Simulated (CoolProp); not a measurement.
Saturation properties of oxygen.

Values from CoolProp's reference Helmholtz-energy equation of state, Schmidt 1985.

| T (°C) | p (MPa) | vapour density (kg/m³) | enthalpy of vaporisation (kJ/kg) | liquid cp (kJ/(kg K)) | liquid conductivity (mW/(m K)) |
|---|---|---|---|---|---|
| -200.85 | 0.009376 | 0.5019 | 228.7 | 1.678 | 176 |
| -197.35 | 0.01646 | 0.8428 | 225.8 | 1.679 | 171 |
| -193.75 | 0.02775 | 1.362 | 222.8 | 1.681 | 166 |
| -190.15 | 0.04453 | 2.102 | 219.7 | 1.685 | 161 |
| -186.55 | 0.06847 | 3.118 | 216.5 | [?] | 156 |
| -182.95 | 0.1015 | 4.472 | 213.0 | 1.699 | 151 |
| -179.35 | 0.1455 | 6.232 | 209.4 | 1.711 | 146 |
| -175.75 | 0.2029 | 8.468 | 205.6 | 1.725 | 140 |
| -172.25 | 0.2737 | 11.18 | 201.5 | 1.742 | 135 |
| -168.65 | 0.3644 | 14.59 | 197.1 | [?] | 130 |
| -165.05 | 0.4756 | 18.75 | [?] | 1.791 | 125 |
| -161.45 | 0.6099 | 23.76 | 187.2 | 1.823 | 119 |
| -157.85 | 0.7700 | 29.75 | 181.7 | 1.862 | 114 |
| -154.25 | 0.9586 | 36.88 | 175.6 | 1.910 | 109 |
| -150.65 | 1.178 | 45.33 | 169.0 | 1.970 | 104 |

Q: What belongs in the gaps?

A: 
- -186.55, liquid cp (kJ/(kg K)): 1.691
- -168.65, liquid cp (kJ/(kg K)): 1.764
- -165.05, enthalpy of vaporisation (kJ/kg): 192.4

It boils at -183.0 °C under 1 atm.

Thermal conductivity comes from a separate model (Lemmon 2004).
